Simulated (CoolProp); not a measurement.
The fluid at 741.42 K and 1.74 MPa is compressed adiabatically to 8.51 MPa with isentropic efficiency 0.9. The same conditions are run with several fluids, on thermodynamics alone (safety and materials aside).

Computed with CoolProp (reference Helmholtz-energy equation of state of each fluid (nitrogen: Span 2000; oxygen: Schmidt 1985; carbon dioxide: Span 1996; water: Wagner 2002; dry air: Lemmon 2000)). Blends and air are pseudo-pure fits.

### Question
Rank nitrogen, oxygen, carbon dioxide, water, dry air by work (kJ/kg), highest first.

### Answer
water (707), nitrogen (489), dry air (471), oxygen (420), carbon dioxide (284)

```json
[
 {"fluid": "nitrogen", "final temperature (K)": "1158.9", "final phase": "supercritical", "final density (kg/m³)": "24.1"},
 {"fluid": "oxygen", "final temperature (K)": "1128.0", "final phase": "supercritical", "final density (kg/m³)": "28.4"},
 {"fluid": "carbon dioxide", "final temperature (K)": "981.9", "final phase": "supercritical", "final density (kg/m³)": "45.1"},
 {"fluid": "water", "final temperature (K)": "1067.8", "final phase": "gas", "final density (kg/m³)": "17.5"},
 {"fluid": "dry air", "final temperature (K)": "1153.5", "final phase": "supercritical", "final density (kg/m³)": "25.1"}
]
```

Above 300 K oxygen's equation is extrapolated.
